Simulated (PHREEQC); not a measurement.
Solution (45 °C): 0.0017 mol H2SO4, 0.017 mol Al2(SO4)3 and 0.031 mol Na2SO4 per kg of water. Closed to the air; pH follows from the charge balance.

Equilibrium calculation in PHREEQC: ion-association model, phreeqc.dat.

Q: The ionic strength comes out as 0.133 mol/kgw. What activity coefficients do AlHSO4+2, Na+, Al(SO4)2-, NaSO4-, SO4-2 get?

A: AlHSO4+2 0.33, Na+ 0.76, Al(SO4)2- 0.75, NaSO4- 0.76, SO4-2 0.33.

This is a speciation only: nothing precipitates in the calculation. Complexes and solids missing from the database can't appear. Away from 25 °C the constants follow the database's enthalpies or fits; those with neither stay at their 25 °C values.
